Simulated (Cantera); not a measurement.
Input (Python, Cantera) and output of one run.

```python
import numpy as np
import cantera as ct

gas_names = """
    CL CL2 H HCL H2 Si SiCL SiCL2 SiCL3 SiCL4 SiH SiHCL3 SiH2 SiH2CL2 SiH3 SiH3CL SiH4 Si2 Si3
""".split()
cond_names = """
    Si(cr) Si(L)
""".split()


# ... load() reads the species with a 1 bar reference pressure and builds the phases ...
atoms = {
    'SiH4': {'Si': 1, 'H': 4},
    'Cl2': {'CL': 2},
    'H2': {'H': 2},
}
top_T = {}  # K; cautious upper limits of use, not melting points


# ... equilibrate(T, P, feed) seeds the gas with the atoms and calls Mixture.equilibrate('TP', solver="vcs", rtol=1e-11, max_steps=5000) ...
results = []
feed = {'SiH4': 1, 'Cl2': 0.014, 'H2': 35}  # mol
T = 900  # K
P = 200  # Pa
mix = equilibrate(T, P, feed)
results.append((T, P, feed, dict(zip(mix.species_names, mix.species_moles))))
x = sorted(zip(gas.X, gas.species_names), reverse=True)
print(f"T = {T:g} K  P = {P:g} Pa  gas = {mix.phase_moles(0):.4g} mol")
print("   x: " + "  ".join(f"{s} {v:.3e}" for v, s in x if v > 0.001))
print("   condensed (mol): " + ("  ".join(f"{mix.phase(i).name} {mix.phase_moles(i):.4g}"
      for i in range(1, mix.n_phases) if mix.phase_moles(i) > 1e-12) or "none"))
```

Output:

```
T = 900 K  P = 200 Pa  gas = 37.01 mol
   x: H2 9.992e-01
   condensed (mol): Si(cr) 0.9999
```

These are equilibrium values from Cantera (NASA tables, ideal gas, pure condensed phases), not measurements of a reactor.
